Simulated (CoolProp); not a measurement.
Aqueous ethylene glycol as a coolant, at 22 °C, 1 atm.

The numbers come from the Melinder's fits for secondary coolants in CoolProp.

```
mass %  freezing point (°C)  cp (kJ/(kg K))  density (kg/m³)  viscosity (mPa s)  conductivity (W/(m K))
------  -------------------  --------------  ---------------  -----------------  ----------------------
1.3                    -0.4           4.166            998.7              0.985                   0.596
10.2                   -3.4               …             1010               1.22                   0.555
19.1                   -7.5           3.914             1022               1.54                   0.514
28                    -13.1           3.761             1034               1.94                   0.475
37                    -20.7           3.588                …               2.45                       …
45.9                  -30.6           3.407             1059               3.10                   0.405
54.8                      …           3.223             1070               3.95                   0.374
```

Some entries are withheld; supply them.


- 10.2, cp (kJ/(kg K)): 4.044
- 37, density (kg/m³): 1047
- 37, conductivity (W/(m K)): 0.438
- 54.8, freezing point (°C): -42.9
